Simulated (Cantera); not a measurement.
Ti(OiPr)4 + H2O (titanium nitride, carbide and oxide coatings)

Charge: 1 mol Ti(OiPr)4, 15 mol H2O, equilibrated at 0.00490 bar.

These are equilibrium values from Cantera (NASA tables, ideal gas, pure condensed phases), not measurements of a reactor. Candidate condensed phases: C, C6H6, C7H8, C8H18, H2O, Ti, TiC, TiO, TiO2, Ti2O3, Ti3O5, Ti4O7; 113 gas species. The feed counts by its element totals alone. Condensed phases not in the tables: Magnéli phases beyond Ti4O7. Rates play no part.

From 1425 °C to 1625 °C the condensed part is TiO2(rutile). At 1675 °C the condensed part is Ti4O7(s). From 1725 °C to 1875 °C the condensed part is Ti4O7(l). The main Ti-bearing gas is TiO2 throughout.

```
T (°C)   x H2   x CO  x H2O      x H   x CO2  n TiO2(rutile)  n Ti4O7(s)  n Ti4O7(l)
------  -----  -----  -----  -------  ------  --------------  ----------  ----------
1425    0.599  0.278  0.107  0.00160  0.0146           1.000           0           0
1475    0.597  0.278  0.108  0.00252  0.0139           1.000           0           0
1525    0.596  0.279  0.108  0.00388  0.0133           1.000           0           0
1575    0.594  0.279  0.109  0.00584  0.0128           1.000           0           0
1625    0.591  0.279  0.109  0.00858  0.0123           1.000           0           0
1675    0.582  0.278  0.115   0.0123  0.0125               0       0.250           0
1725    0.578  0.278  0.115   0.0174  0.0120               0           0       0.250
1775    0.572  0.277  0.114   0.0242  0.0116               0           0       0.249
1825    0.565  0.276  0.114   0.0330  0.0113               0           0       0.248
1875    0.555  0.275  0.113   0.0444  0.0109               0           0       0.246
```
x: gas mole fraction; n: condensed amount in mol.
